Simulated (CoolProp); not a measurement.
Decamethyltetrasiloxane (MD2M) along the isotherm 600 K: fugacity coefficient from the reference equation and from simpler models built on Tc = 599.4 K, pc = 1.144 MPa, ω = 0.635; each cubic takes its own stable root.

Computed with CoolProp (reference Helmholtz-energy equation of state, Thol 2017).

| p (MPa) | phase | reference |
|---|---|---|
| 0.0181 | gas | 0.9949 |
| 0.0343 | gas | 0.9904 |
| 0.065 | gas | 0.9819 |
| 0.123 | gas | 0.9658 |
| 0.234 | gas | 0.9353 |
| 0.443 | gas | 0.8785 |
| 0.84 | gas | 0.7700 |
| 1.59 | supercritical | 0.5224 |
| 3.02 | supercritical | 0.3313 |
| 5.72 | supercritical | 0.2405 |

Q: How far does each simpler model (van der Waals, Soave-Redlich-Kwong) lie from the reference over these 10 states: mean and median of the absolute difference, and the worst?

A: 
- van der Waals: mean 5.7 %, median 0.7 %, worst +31.6 % at 600 K and 5.72 MPa
- Soave-Redlich-Kwong: mean 1.5 %, median 0.4 %, worst +7.8 % at 600 K and 5.72 MPa
